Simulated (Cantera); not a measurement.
Gas mixture: 100 % C₃H₈, at 10.0 bar, frozen composition.

Cantera's kinetic-theory transport with the Lennard-Jones parameters of GRI-Mech 3.0, ideal gas; thermal conductivity in the multicomponent form. The composition is frozen, though it would react at the higher temperatures.

D: mixture-averaged diffusion coefficient of that species in the mixture.

```
T (K)  ρ (kg/m³)  cp (J/kg/K)  μ (µPa s)  λ (mW/m/K)     Pr  D (cm²/s) H₂O  D (cm²/s) N₂  D (cm²/s) NO
-----  ---------  -----------  ---------  ----------  -----  -------------  ------------  ------------
400         13.3         2134       10.9         [?]  0.758         0.0206        0.0196        0.0192
500         10.6         2549       13.3         [?]  0.759         0.0319        0.0292        0.0286
600         8.84         2917       15.5         [?]  0.759         0.0453        0.0402        0.0393
700         7.58         3237       17.5         [?]  0.759         0.0606        0.0524        0.0514
800         6.63         3512       19.4         [?]  0.758         0.0776        0.0659        0.0646
900         5.89         3749       21.2         [?]  0.757         0.0963        0.0805        0.0789
1000        5.30         3960       23.0         [?]  0.756          0.116        0.0963        0.0943
1100        4.82         4120       24.6         [?]  0.755          0.138         0.113         0.111
```

Question: Complete the blanks.

Answer: 
- 400, λ (mW/m/K): 30.6
- 500, λ (mW/m/K): 44.6
- 600, λ (mW/m/K): 59.5
- 700, λ (mW/m/K): 74.8
- 800, λ (mW/m/K): 90.1
- 900, λ (mW/m/K): 105
- 1000, λ (mW/m/K): 120
- 1100, λ (mW/m/K): 134
